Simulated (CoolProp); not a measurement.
Vapour-liquid equilibrium of R113 (1) + benzene (2) at 384.2 K; x and y are mole fractions of (1).

Model: multi-fluid Helmholtz-energy mixture model, Marx 1992 and Thol 2012; pair parameters Bell 2016, in CoolProp.

Q: Give the bubble pressure and the first vapour's composition at x = 0.35, 0.65, 0.95. Is there an azeotrope?

A: x = 0.35: 0.3987 MPa, y = 0.561; x = 0.65: 0.4817 MPa, y = 0.772; x = 0.95: 0.5508 MPa, y = 0.966. No azeotrope shows between x = 0.05 and 0.95.

Pair parameters are fitted to limited data, so mixtures are less certain than the pure fluids.
